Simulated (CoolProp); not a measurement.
Vapour-liquid equilibrium of ethylene (1) + ethane (2) at 1820 kPa; x and y are mole fractions of (1).

Computed with CoolProp (multi-fluid Helmholtz-energy mixture model, Smukala 2000 and Bücker 2006; pair parameters Bell 2016).

```
x      bubble temperature (°C)  y at the bubble point  dew temperature at overall composition x (°C)  liquid density (mol/L)
-----  -----------------------  ---------------------  ---------------------------------------------  ----------------------
0.05                     -12.4                  0.077                                          -11.9                   14.21
0.125                    -14.6                  0.182                                          -13.4                   14.35
0.2                      -16.6                  0.277                                          -15.0                   14.49
0.275                    -18.4                  0.365                                          -16.5                   14.62
0.35                     -20.1                  0.447                                          -18.1                   14.75
0.425                    -21.7                  0.524                                          -19.7                   14.88
0.5                      -23.3                  0.596                                          -21.2                   15.00
0.575                    -24.7                  0.665                                          -22.8                   15.13
0.65                     -26.1                  0.731                                          -24.4                   15.25
0.725                    -27.5                  0.794                                          -26.0                   15.38
0.8                      -28.8                  0.854                                          -27.6                   15.50
0.875                    -30.1                  0.911                                          -29.3                   15.63
0.95                     -31.4                  0.965                                          -31.0                   15.75
```

No azeotrope shows between x = 0.05 and 0.95.

The pair parameters rest on a limited set of measurements; away from them the model extrapolates.
